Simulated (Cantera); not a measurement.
An adiabatic, constant-pressure homogeneous reactor starts with CH4 : CO : O2 : N2 : H2O = 1 : 0.035 : 2.02 : 7.59 : 0.28 (molar parts), at 1550 K and 750 Torr.

Cantera simulation using GRI-Mech 3.0 (53 species, 325 reactions); the numbers are that mechanism's predictions, not measurements.

One state of this run: T (K) = 2726; x CH4 = <1e-12; x CO = 0.0400; x O2 = 0.0197; x CH2O = 3.11e-10; x N2O = 4.76e-7; x HCN = 1.09e-9. x: mole fraction; the columns are a selection and need not sum to one.

Question: Which value of t (s) does it belong to?
A) 0.0244
B) 0.00144
C) 1.28e-5
D) 8.48e-5

Answer: A, 0.0244
